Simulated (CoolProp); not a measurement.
Vapour-liquid equilibrium of hydrogen sulfide (1) + propane (2) at 199.1 K; x and y are mole fractions of (1).

Computed with CoolProp (multi-fluid Helmholtz-energy mixture model, Lemmon 2006 and Lemmon 2009; pair parameters Kunz 2012).

| x | bubble pressure, mixture model (MPa) | bubble pressure, Raoult's law (MPa) | y, mixture model | y, Raoult's law |
|---|---|---|---|---|
| 0.05 | 0.02960 | 0.02054 | 0.381 | 0.116 |
| 0.15 | 0.04280 | 0.02340 | 0.603 | 0.306 |
| 0.25 | 0.04949 | 0.02627 | 0.676 | 0.454 |
| 0.35 | (withheld) | 0.02913 | 0.708 | 0.574 |
| 0.45 | 0.05397 | 0.03199 | 0.724 | 0.672 |
| 0.55 | 0.05452 | 0.03486 | 0.732 | 0.753 |
| 0.65 | (withheld) | 0.03772 | 0.740 | 0.823 |
| 0.75 | (withheld) | 0.04059 | 0.753 | 0.882 |
| 0.85 | 0.05454 | 0.04345 | 0.787 | 0.934 |
| 0.95 | 0.05169 | 0.04632 | 0.884 | 0.979 |

Complete the blanks.


- 0.35, bubble pressure, mixture model (MPa): 0.05263
- 0.65, bubble pressure, mixture model (MPa): 0.05480
- 0.75, bubble pressure, mixture model (MPa): 0.05495

The largest gap from Raoult's law is +88.4 % in bubble pressure, at x = 0.25. y crosses x between x = 0.75 and 0.85: the model has an azeotrope there.

Pair parameters are fitted to limited data, so mixtures are less certain than the pure fluids. With so large a gap from Raoult's law the liquid may split in two, which this calculation doesn't test in full.
